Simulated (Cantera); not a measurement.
Feed: 1 mol Zr, 0.11 mol H2O, 0.6 mol N2, at 410000 Pa.

Cantera equilibrium calculation (NASA polynomials, part measured and part estimated; ideal gas, pure solids and liquids). Candidate condensed phases: H2O, Zr, ZrN, ZrO2; 28 gas species. Mutual solubility and eutectic melting of coexisting phases are not modelled. ZrN: taken at fixed stoichiometry. Condensed phases not in the tables: solid solutions among these carbides, nitrides and lower oxides. Kinetics and transport are ignored.

log p: log10 of the partial pressure in bar; n: condensed amount in mol.

```tsv
T (K)	log p N2	log p H2	log p H	log p NH3	log p H2O	log p NH2	n ZrN(s)	n ZrO2(monoclinic)	n ZrO2(tetragonal)
1473	0.34	0.28	-4.76	-3.58	-4.26	-8.20	0.945	0.0550	0
1498	0.34	0.28	-4.63	-3.62	-4.19	-8.09	0.945	0	0.0550
1523	0.34	0.28	-4.50	-3.65	-4.13	-7.99	0.945	0	0.0550
1548	0.34	0.28	-4.37	-3.68	-4.07	-7.89	0.945	0	0.0550
1573	0.34	0.28	…	-3.71	…	…	0.945	0	0.0550
1598	0.34	0.28	-4.13	-3.74	-3.95	-7.69	0.945	0	0.0550
1623	0.34	0.28	-4.02	-3.77	-3.90	-7.60	0.945	0	0.0550
1648	0.34	0.28	…	-3.80	-3.84	…	0.945	0	0.0550
1673	0.34	0.28	-3.80	-3.82	-3.79	-7.42	0.945	0	0.0550
1698	0.34	0.28	-3.70	-3.85	-3.74	-7.34	0.945	0	0.0550
1723	0.34	0.28	-3.60	-3.87	-3.69	-7.26	0.945	0	0.0550
1748	0.34	0.28	-3.50	-3.90	-3.64	-7.18	0.945	0	0.0550
```

Q: Complete the blanks.

A: 
- 1573, log p H: -4.25
- 1573, log p H2O: -4.01
- 1573, log p NH2: -7.79
- 1648, log p H: -3.91
- 1648, log p NH2: -7.51
